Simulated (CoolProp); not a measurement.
Vapour-liquid equilibrium of carbon dioxide (1) + CH2F2 (R32) (2) at 1410 kPa; x and y are mole fractions of (1).

Model: multi-fluid Helmholtz-energy mixture model, Span 1996 and Tillner-Roth 1997; pair parameters Bell 2016, in CoolProp.

**Question.** Give the bubble temperature and the first vapour's composition at x = 0.2, 0.65, 0.95. Is there an azeotrope?

**Answer.** x = 0.2: 275.6 K, y = 0.450; x = 0.65: 253.2 K, y = 0.869; x = 0.95: 244.1 K, y = 0.985. No azeotrope shows between x = 0.05 and 0.95.

The pair parameters rest on a limited set of measurements; away from them the model extrapolates.
